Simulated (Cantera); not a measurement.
Charge: 1 mol Fe3O4, 1.5 mol CH4, 2.3 mol H2, held at 1725 K and 14.0 mbar.

Cantera equilibrium calculation (NASA polynomials, part measured and part estimated; ideal gas, pure solids and liquids). Candidate condensed phases: C, C6H6, C7H8, C8H18, Fe, Fe(CO)5, FeO, Fe(OH)2, Fe(OH)3, Fe2O3, Fe3O4, H2O; 114 gas species. Mutual solubility and eutectic melting of coexisting phases are not modelled. The tables' stoichiometric FeO is somewhat more stable than real wüstite, so its field is too wide. FeO: taken at fixed stoichiometry. Equilibrium is a limit: real reactors are often held back by kinetics, nucleation or transport.

Base state: H2 0.531, H2O 0.247, CO 0.195, CO2 0.0257, H 0.00114, Fe 0.000673, OH 2.93e-5, Fe(OH)2 2.29e-5 (mole fractions); condensed: Fe(δ) + FeO(l).

Problem. What changes in the equilibrium state with this change: Fe3O4 replaced by CuO?

Solution. 
```tsv
species	before	after
H2	0.531	0.827
CO	0.195	0.156
Cu	0	0.0156
H2O	0.247	7.60e-7
CO2	0.0257	4.08e-8
Fe	0.000673	0
C2H2 (acetylene)	<1e-9	7.62e-5
OH	2.93e-5	<1e-9
Fe(OH)2	2.29e-5	0
Fe(δ), mol	2.35	0
FeO(l), mol	0.642	0
C(graphite), mol	0	0.499
Cu(l), mol	0	0.900
```
Further candidate phases: Cu, CuO, Cu(OH)2, Cu2O.
